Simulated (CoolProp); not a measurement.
Saturation properties of chlorine.

Model: reference Helmholtz-energy equation of state, Thol 2021, in CoolProp.

```
T (K)  p (MPa)  liquid density (kg/m³)  liquid cp (kJ/(kg K))
-----  -------  ----------------------  ---------------------
229.4  0.06446                    1590                 0.9385
233    0.07649                    1581                 0.9392
236.5  0.08984                    1571                 0.9400
240.1   0.1054                    1561                 0.9410
243.7   0.1230                    1551                 0.9423
247.2   0.1423                    1541                 0.9437
250.8   0.1645                    1531                 0.9454
254.4   0.1893                    1521                 0.9473
257.9   0.2161                    1511                 0.9494
261.5   0.2465                    1501                 0.9518
265.1   0.2802                    1491                 0.9545
268.6   0.3162                    1481                 0.9573
272.2   0.3568                    1471                 0.9605
275.8   0.4012                    1460                 0.9640
279.3   0.4482                    1450                 0.9677
```

It boils at 239.2 K under 1 atm.
